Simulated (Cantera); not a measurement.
A freely propagating, adiabatic, planar premixed flame of CH₄ : O₂ : N₂ = 1 : 2.35 : 10.1 (molar parts), equivalence ratio 0.85, unburnt at 450 K and 2.10 bar; mixture-averaged transport, grid criteria slope 0.08 and curve 0.16, no radiation.

Model: GRI-Mech 3.0 (53 species, 325 reactions), integrated in Cantera. Burning velocities carry a grid error of a few per cent, more on coarse grids.

Predict: laminar burning velocity; thermal thickness; peak x(CH₃); peak x(CH₂O); peak x(HO₂).


```json
{
 "laminar_burning_velocity": "35.9 cm/s",
 "thermal_thickness": "0.301 mm",
 "peak x(CH₃)": "0.000999",
 "peak x(CH₂O)": "0.000975",
 "peak x(HO₂)": "0.000159"
}
```
